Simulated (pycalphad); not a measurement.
An equivalent pycalphad script:

```python
from pycalphad import Database, equilibrium, calculate, variables as v
import numpy as np
db = Database('COST507.tdb')
comps = ['MN', 'SI', 'VA']
phases = ['BCC_A2', 'CBCC_A12', 'CUB_A13', 'DIAMOND_A4', 'FCC_A1', 'LIQUID', 'MN11SI19', 'MN3SI', 'MN5SI3', 'MN6SI', 'MN9SI2', 'MNSI']
eq = equilibrium(db, comps, phases, {v.X('SI'): 0.0024, v.T: np.arange(2350, 499, -40), v.P: 101325, v.N: 1}, output=['HM', 'SM'])
```

CALPHAD calculation (pycalphad, COST 507 light-alloy database (1999)), 1 atm. No gas phase is included, though pure Mn would boil below 2350 K. These are 1990s assessments: newer ones move some temperatures and phases. Amounts are mole fractions of atoms. Kinetics are ignored, which matters at the lower temperatures.

Results at three of the temperatures:

```
T = 2310.00 K, P = 101325 Pa, N = 1 mol of atoms
G = -178377 J/mol, H = 100623 J/mol, S = 120.78 J/(mol K)  (SER reference)
chemical potentials (J/mol): Mn -178033, Si -321248
phase             fraction      x(Mn)      x(Si)
LIQUID              1.0000     0.9976     0.0024
```

```
T = 1910.00 K, P = 101325 Pa, N = 1 mol of atoms
G = -131831 J/mol, H = 81443 J/mol, S = 111.66 J/(mol K)  (SER reference)
chemical potentials (J/mol): Mn -131503, Si -268193
phase             fraction      x(Mn)      x(Si)
LIQUID              1.0000     0.9976     0.0024
```

```
T = 1710.00 K, P = 101325 Pa, N = 1 mol of atoms
G = -110019 J/mol, H = 71853 J/mol, S = 106.36 J/(mol K)  (SER reference)
chemical potentials (J/mol): Mn -109700, Si -242494
phase             fraction      x(Mn)      x(Si)
LIQUID              1.0000     0.9976     0.0024
```

Changes of the phase set, refined by bisection:

| T (K) | phases above | phases below |
|---|---|---|
| 1517.9 | liquid | bcc + liquid |
| 1517.4 | bcc + liquid | bcc |
| 1412.8 | bcc | bcc + fcc |
| 1412.7 | bcc + fcc | fcc |
| 1366.4 | fcc | β-Mn + fcc |
| 1364.6 | β-Mn + fcc | β-Mn |
| 977.4 | β-Mn | α-Mn + β-Mn |
| 976.2 | α-Mn + β-Mn | α-Mn |
